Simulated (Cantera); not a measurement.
# Low-pressure radical oxidation in H2/O2

An isothermal, constant-pressure homogeneous reactor starts with 1.15 % H2, 54.9 % O2, 43.9 % N2, equivalence ratio 0.011, at 1425 K and 1330 Pa.

Cantera simulation using the H2/O2 subset of GRI-Mech 3.0, which has no nitrogen chemistry; the numbers are that mechanism's predictions, not measurements. Radical loss at walls, strong at low pressure, is not modelled.

| t (s) | x H2 | x O2 | x O | x H | x H2O2 |
|---|---|---|---|---|---|
| 4.00e-6 | 0.0115 | 0.549 | 4.88e-11 | 7.84e-10 | <1e-12 |
| 1.72e-5 | 0.0115 | 0.549 | 7.90e-10 | 2.81e-9 | <1e-12 |
| 7.39e-5 | 0.0115 | 0.549 | 9.50e-9 | 7.13e-9 | 2.76e-12 |
| 0.000317 | 0.0115 | 0.549 | 9.36e-8 | 2.26e-8 | 4.64e-11 |
| 0.00136 | 0.0115 | 0.549 | 5.87e-6 | 1.03e-6 | 6.04e-10 |
| 0.00586 | 0.000141 | 0.538 | 0.00945 | 0.000658 | 1.15e-8 |
| 0.0252 | 8.48e-5 | 0.539 | 0.00921 | 0.000566 | 9.81e-9 |
| 0.108 | 7.09e-5 | 0.540 | 0.00760 | 0.000427 | 9.24e-9 |
| 0.465 | 3.71e-5 | 0.543 | 0.00386 | 0.000156 | 7.18e-9 |
| 2.00 | 7.51e-6 | 0.546 | 0.000758 | 1.38e-5 | 3.15e-9 |
x: mole fraction; the columns are a selection and need not sum to one.

Equilibrium at this temperature and pressure: H2 8.99e-8, O2 0.547, O 8.94e-6, H 1.78e-8, H2O2 1.30e-10 (gas phase only).
